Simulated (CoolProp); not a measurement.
Properties of R1336mzz(E) at several states.

The numbers come from the reference Helmholtz-energy equation of state, Akasaka 2023 in CoolProp.

| T (°C) | p (MPa) | phase | density (kg/m³) | cp (kJ/(kg K)) | isothermal compressibility (1/MPa) | expansivity (1/kK) | fugacity coefficient |
|---|---|---|---|---|---|---|---|
| 30.45 | 3.41 | liquid | (withheld) | 1.234 | (withheld) | 2.224 | 0.07348 |
| 51.55 | 0.0733 | gas | 4.549 | (withheld) | 13.94 | 3.313 | 0.9796 |
| 4.45 | 0.449 | liquid | 1386 | 1.218 | 0.002293 | 1.994 | 0.1912 |
| 52.45 | 5.7 | liquid | (withheld) | 1.247 | 0.004373 | 2.447 | 0.09117 |

Question: What belongs in the gaps?

Answer: 
- 30.45, density (kg/m³): 1323
- 30.45, isothermal compressibility (1/MPa): 0.003242
- 51.55, cp (kJ/(kg K)): 0.8514
- 52.45, density (kg/m³): 1268
